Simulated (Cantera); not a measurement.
## Thermodynamics of carbon deposition, reforming and gasification, feed toluene + O2

Charge: 1 mol toluene, 1.5 mol O2, equilibrated at 2773.15 K and 1.30 mbar.

These are equilibrium values from Cantera (NASA tables, ideal gas, pure condensed phases), not measurements of a reactor. Candidate condensed phases: C, C6H6, C7H8, C8H18, H2O; 110 gas species. Rates play no part.

- x(H) = 0.598
- x(CO) = 0.290
- x(H2) = 0.0840
- x(C3) = 0.0174
- x(C) = 0.00377
- x(C2H2 (acetylene)) = 0.00256
- x(C2H) = 0.00220
- x(C2) = 0.00169
- x(C5) = 0.000151
- n(C(graphite)) = 3.28 mol
- gas amount = 10.34 mol
